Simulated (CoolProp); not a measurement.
A closed Brayton cycle with carbon dioxide: compressor inlet 322.15 K and 8.7 MPa, high pressure 17.1 MPa, turbine inlet 865 K, compressor efficiency 0.8, turbine efficiency 0.9, recuperator effectiveness 0.9 (on enthalpy, no pinch check). Each further row changes one setting.

Model: reference Helmholtz-energy equation of state, Span 1996, in CoolProp.

```csv
case,thermal efficiency (%),net work (kJ/kg),compressor to turbine work,compressor exit (K),turbine exit (K)
as stated,?,64.6,0.33,374.8,780.9
turbine inlet 815 K,29.3,58.5,?,374.8,?
compressor inlet 332.15 K,?,59.0,0.38,390.9,780.9
high pressure 14.5 MPa,?,50.6,?,361.7,801.0
recuperator effectiveness 0.5,?,64.6,0.33,374.8,780.9
```

Task: Fill in the missing entries.

Result: 
- as stated, thermal efficiency (%): 30.6
- turbine inlet 815 K, compressor to turbine work: 0.35
- turbine inlet 815 K, turbine exit (K): 733.9
- compressor inlet 332.15 K, thermal efficiency (%): 29.9
- high pressure 14.5 MPa, thermal efficiency (%): 27.7
- high pressure 14.5 MPa, compressor to turbine work: 0.31
- recuperator effectiveness 0.5, thermal efficiency (%): 16.1
